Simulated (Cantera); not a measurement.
Feed: 1 mol CCl4, 0.23 mol CH4, 0.25 mol HCl, at 2448.15 K and 0.0133 bar.

Method: chemical equilibrium by Gibbs-energy minimisation in Cantera with the NASA 1993 tables (ideal gas, pure condensed phases). Equilibrium is a limit: real reactors are often held back by kinetics, nucleation or transport.

```tsv
species	before	after
Cl	0.728	0.744
HCl	0.261	0.212
H	0.00758	0.0365
C3	1.63e-5	9.91e-5
C	6.03e-6	3.65e-5
Cl2	0.000783	0.000135
C2H	4.21e-6	2.02e-5
H2	0.00193	0.00737
C2H2 (acetylene)	1.67e-5	6.38e-5
C(graphite), mol	1.23	1.23
```
Gas species are given as mole fractions.

Task: What was changed between the two runs?
A) temperature from 2448.15 K to 3025 K
B) temperature from 2448.15 K to 3075 K
C) pressure from 0.0133 bar to 0.00220 bar
D) HCl from 0.25 to 0.054 mol

Result: C, pressure from 0.0133 bar to 0.00220 bar
